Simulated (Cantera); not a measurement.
What does this Cantera script print?

```python
import numpy as np
import cantera as ct

gas = ct.Solution("h2o2.yaml")
gas.TPX = 923, 2666, {'H2': 0.043, 'O2': 1, 'N2': 0.59, 'H2O': 0.029}
inlet = ct.Reservoir(gas, clone=True)

reactor = ct.IdealGasConstPressureReactor(gas, energy="off", clone=False)
exhaust = ct.Reservoir(gas, clone=True)
tau = [18, 4.9, 1.4, 0.38, 0.11, 0.029, 0.0081][0]
for a, b in ((inlet, reactor), (reactor, exhaust)):
    ct.MassFlowController(a, b, mdot=lambda t: reactor.mass / tau)
net = ct.ReactorNet([reactor])
show = ['H2', 'O2', 'HO2', 'H', 'H2O2', 'O', 'H2O']

rows = []
print(f"{'tau/s':>10s}{'T/K':>9s}" + "".join(f"{s:>11s}" for s in show))
for tau in [18, 4.9, 1.4, 0.38, 0.11, 0.029, 0.0081]:
    net.initial_time = 0.0
    net.advance(30 * tau)
    before = gas.X
    net.advance(40 * tau)
    drift = np.max(np.abs(gas.X - before) / (gas.X + 1e-9))
    rows.append([gas.T, *gas[show].X, drift])
    print(f"{tau:10.3e}{gas.T:9.1f}" + "".join(f"{x:11.3e}" for x in gas[show].X))
```

Result:

```
     tau/s      T/K         H2         O2        HO2          H       H2O2          O        H2O
 1.800e+01    923.0  1.041e-04  5.964e-01  1.274e-06  1.367e-06  6.836e-08  4.062e-05  4.376e-02
 4.900e+00    923.0  2.257e-04  5.964e-01  2.224e-06  4.994e-06  9.783e-08  9.199e-05  4.362e-02
 1.400e+00    923.0  4.592e-04  5.964e-01  3.604e-06  1.726e-05  1.362e-07  1.941e-04  4.336e-02
 3.800e-01    923.0  9.360e-04  5.962e-01  5.582e-06  6.185e-05  1.889e-07  4.037e-04  4.280e-02
 1.100e-01    923.0  1.810e-03  5.961e-01  7.811e-06  2.018e-04  2.499e-07  7.752e-04  4.177e-02
 2.900e-02    923.0  3.631e-03  5.957e-01  1.008e-05  6.650e-04  3.182e-07  1.466e-03  3.953e-02
 8.100e-03    923.0  7.029e-03  5.953e-01  1.148e-05  1.702e-03  3.630e-07  2.367e-03  3.535e-02
```

Computed with Cantera and the H2/O2 subset of GRI-Mech 3.0, which has no nitrogen chemistry. Radical loss at walls, strong at low pressure, is not modelled. Below about 950 K walls govern HO2 and H2O2 in real vessels.
